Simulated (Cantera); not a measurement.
Input (Python, Cantera) and output of one run.

```python
import numpy as np
import cantera as ct

gas_names = """
    F F2 N NF NF2 NF3 N2 Si SiF SiF2 SiF3 SiF4 SiN Si2 Si2N Si3
""".split()
cond_names = """
    Si(cr) Si(L) Si3N4(a)
""".split()


# ... load() reads the species with a 1 bar reference pressure and builds the phases ...
atoms = {
    'Si3N4': {'Si': 3, 'N': 4},
    'NF3': {'N': 1, 'F': 3},
}
top_T = {'Si3N4(a)': 2400}  # K; cautious upper limits of use, not melting points


# ... equilibrate(T, P, feed) seeds the gas with the atoms and calls Mixture.equilibrate('TP', solver="vcs", rtol=1e-11, max_steps=5000) ...
results = []
feed = {'Si3N4': 1, 'NF3': 0.72}  # mol
T = 775  # K
P = 170  # Pa
mix = equilibrate(T, P, feed)
results.append((T, P, feed, dict(zip(mix.species_names, mix.species_moles))))
print(gas.report(threshold=0.001))
for i in range(1, mix.n_phases):
    print(f"{mix.phase(i).name:16s} {mix.phase_moles(i):12.5e} mol")
```

Result:

```
       temperature   775 K
          pressure   170 Pa
           density   0.0015991 kg/m^3
  mean mol. weight   60.613 kg/kmol
   phase of matter   gas

                          1 kg             1 kmol
                     ---------------   ---------------
          enthalpy       -1.0982e+07       -6.6564e+08  J
   internal energy       -1.1088e+07       -6.7208e+08  J
           entropy            5634.8        3.4154e+05  J/K
    Gibbs function       -1.5349e+07       -9.3033e+08  J
 heat capacity c_p            994.11             60256  J/K
 heat capacity c_v            856.94             51942  J/K

                      mass frac. Y      mole frac. X     chem. pot. / RT
                     ---------------   ---------------   ---------------
                N2            0.2641           0.57143           -31.186
              SiF4            0.7359           0.42857            -295.3
     [  +14 minor]        1.7231e-07        1.2275e-07

Si(cr)            0.00000e+00 mol
Si3N4(a)          8.20000e-01 mol
```

Cantera equilibrium calculation (NASA polynomials, part measured and part estimated; ideal gas, pure solids and liquids).
